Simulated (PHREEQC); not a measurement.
Consider water at 25 °C with 0.0097 mol FeCl3, 0.0012 mol ZnCl2, 4.3e-05 mol NaF and 0.0011 mol NaCl per kg of water. Closed to the air; pH follows from the charge balance.

The numbers come from PHREEQC with the ion-association model, phreeqc.dat.

Each row changes one thing in this solution. Precipitation was switched off in this run.

```
case                                    pH  ionic strength (mol/kgw)  Cl- (mol/kgw)  Zn+2 (mol/kgw)  ZnCl+ (mol/kgw)  ZnCl2 (mol/kgw)  SI of Halite (NaCl)  SI of Zn(OH)2(e) (Zn(OH)2)
------------------------------------  ----  ------------------------  -------------  --------------  ---------------  ---------------  -------------------  --------------------------
as made                               2.36                    0.0530         0.0311         0.00115          4.40e-5          9.31e-7                -6.20                      -10.05
NaCl left out                         2.36                    0.0519         0.0300         0.00116          4.28e-5          8.77e-7                -7.63                      -10.05
FeCl3 from 0.0097 to 0.00873 mol/kgw  2.39                       ___         0.0284         0.00116          4.14e-5          8.16e-7                -6.23                       -9.98
diluted 10-fold with water            3.02                   0.00449        0.00325        0.000119          7.85e-7              ___                -8.06                       -9.50
NaCl from 0.0011 to 0.011 mol/kgw     2.38                    0.0621         0.0406         0.00114          5.43e-5              ___                -5.11                      -10.05
FeCl3 left out                        5.99                   0.00472        0.00349         0.00119          8.36e-6          2.63e-8                -7.03                       -2.57
0.00073 mol/kgw HBr added             2.33                    0.0537         0.0310         0.00115          4.37e-5          9.21e-7                -6.20                         ___
```

### Question
Fill in the missing entries.

### Answer

- FeCl3 from 0.0097 to 0.00873 mol/kgw, ionic strength (mol/kgw): 0.0481
- diluted 10-fold with water, ZnCl2 (mol/kgw): 2.31e-9
- NaCl from 0.0011 to 0.011 mol/kgw, ZnCl2 (mol/kgw): 1.46e-6
- 0.00073 mol/kgw HBr added, SI of Zn(OH)2(e) (Zn(OH)2): -10.13

Some of these states are supersaturated (in Hematite (slow to form), Goethite (slow to form), for instance). Fluoro complexes past AlF4- and FeF3 are missing from the database.
